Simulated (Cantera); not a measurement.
**Catalytic combustion on Pt**

An isothermal plug-flow reactor at 550 K and 21000 Pa (inlet), inlet velocity 0.068 m/s, active area per volume 7000 1/m; feed H2 : O2 : N2 : H2O = 0.0022 : 0.16 : 0.79 : 0.011 (molar parts), equivalence ratio 0.0069.

Model: Deutschmann's 1995 Pt surface mechanism with GRI-Mech 3.0 gas chemistry, integrated in Cantera. Catalytic surfaces can have several steady states; this one follows from the mechanism file's or the stated starting coverage. Mass transfer to the wall is taken as infinitely fast.

| z (m) | x H2 | x O2 | x H2O | θ free Pt | θ O* | θ OH* |
|---|---|---|---|---|---|---|
| 8.8e-05 | 0.000350 | 0.165 | 0.0134 | 0.00333 | 0.995 | 0.00217 |
| 0.00019 | 0.000175 | 0.165 | 0.0135 | 0.00171 | 0.997 | 0.00156 |
| 0.00041 | 8.12e-5 | 0.165 | 0.0136 | 0.000886 | 0.998 | 0.00113 |
| 0.00088 | 3.31e-5 | 0.165 | 0.0137 | 0.000521 | 0.999 | 0.000866 |
| 0.0019 | 9.28e-6 | 0.165 | 0.0137 | 0.000377 | 0.999 | 0.000738 |
| 0.0041 | 9.95e-7 | 0.165 | 0.0137 | 0.000335 | 0.999 | 0.000696 |
| 0.0088 | 1.06e-8 | 0.165 | 0.0137 | 0.000331 | 0.999 | 0.000691 |
x: gas mole fraction; θ: surface coverage.
